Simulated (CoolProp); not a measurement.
Computed with CoolProp (reference Helmholtz-energy equation of state, Fiedler 2023).

Question: For tetrahydrofuran, give the phase and the cv (kJ/(kg K)), fugacity coefficient at 357.5 K and 2.37 MPa.

Answer: 
- 357.5 K and 2.37 MPa: liquid; cv 1.40, fugacity coefficient 0.0767
